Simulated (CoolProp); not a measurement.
Properties of hexamethyldisiloxane (MM) along the isotherm 559.2 K (Tc = 518.7 K, pc = 19.31 bar, ω = 0.418).

Values from CoolProp's reference Helmholtz-energy equation of state, Thol 2016.

```
p (bar)          phase  speed of sound (m/s)  expansivity (1/kK)
-------  -------------  --------------------  ------------------
0.0916             gas                 171.1               1.797
0.174              gas                 170.9               1.804
0.329              gas                 170.5               1.819
0.624              gas                 169.8               1.847
1.18               gas                 168.6               1.901
2.24               gas                 166.0               2.012
4.25               gas                 161.2               2.249
8.06               gas                 151.4               2.824
15.3               gas                 131.3               4.706
29       supercritical                 94.55               18.36
```
